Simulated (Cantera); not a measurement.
Charge: 1 mol Zr, 0.1 mol H2O, held at 1.00 Pa.

Cantera equilibrium calculation (NASA polynomials, part measured and part estimated; ideal gas, pure solids and liquids). Candidate condensed phases: H2O, Zr, ZrO2; 12 gas species. Mutual solubility and eutectic melting of coexisting phases are not modelled. Condensed phases not in the tables: N, O or C dissolved in the metal. Kinetics and transport are ignored.

Task: What share of the Zr ends up in condensed phases as a function of T (K), at 1548, 1648, 1748, 1848, 1948, 2048, 2148, 2248, 2348, 2448, 2548, 2648, 2748, 2848?

Result: 
```json
[
 {"T (K)": "1548", "Zr condensed (%)": "100.0", "as": "Zr(β) + ZrO2(tetragonal)"},
 {"T (K)": "1648", "Zr condensed (%)": "100.0", "as": "Zr(β) + ZrO2(tetragonal)"},
 {"T (K)": "1748", "Zr condensed (%)": "100.0", "as": "Zr(β) + ZrO2(tetragonal)"},
 {"T (K)": "1848", "Zr condensed (%)": "100.0", "as": "Zr(β) + ZrO2(tetragonal)"},
 {"T (K)": "1948", "Zr condensed (%)": "100.0", "as": "Zr(β) + ZrO2(tetragonal)"},
 {"T (K)": "2048", "Zr condensed (%)": "99.8", "as": "Zr(β) + ZrO2(tetragonal)"},
 {"T (K)": "2148", "Zr condensed (%)": "98.9", "as": "Zr(l) + ZrO2(tetragonal)"},
 {"T (K)": "2248", "Zr condensed (%)": "92.1", "as": "Zr(l) + ZrO2(tetragonal)"},
 {"T (K)": "2348", "Zr condensed (%)": "88.6", "as": "Zr(l)"},
 {"T (K)": "2448", "Zr condensed (%)": "84.6", "as": "Zr(l)"},
 {"T (K)": "2548", "Zr condensed (%)": "63.5", "as": "Zr(l)"},
 {"T (K)": "2648", "Zr condensed (%)": "0.0", "as": "-"},
 {"T (K)": "2748", "Zr condensed (%)": "0.0", "as": "-"},
 {"T (K)": "2848", "Zr condensed (%)": "0.0", "as": "-"}
]
```
